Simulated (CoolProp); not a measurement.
Model: reference Helmholtz-energy equation of state, Gao 2016, in CoolProp.

Problem. For sulfur dioxide, give the phase and the cp (kJ/(kg K)) at 234.25 °C and 11.1 kPa; 146.45 °C and 14300 kPa.

Solution. 
- 234.25 °C and 11.1 kPa: gas; cp 0.730
- 146.45 °C and 14300 kPa: liquid; cp 1.77
